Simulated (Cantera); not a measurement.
Input: 1 mol HMDSO, 1.6 mol CO2, 1.6 mol H2, equilibrated at 0.00130 bar.

These are equilibrium values from Cantera (NASA tables, ideal gas, pure condensed phases), not measurements of a reactor. Candidate condensed phases: C, C6H6, C7H8, C8H18, H2O, Si, SiC, SiO2; 123 gas species. The feed counts by its element totals alone. Rates play no part.

Question: At 452 °C, list the 5 most abundant gas species with their mole fractions, and the condensed phases.

Answer: H2 0.975, CO 0.0144, CH4 0.00635, H2O 0.00351, CO2 0.000391. Condensed: C(graphite) + SiO2(α-quartz).
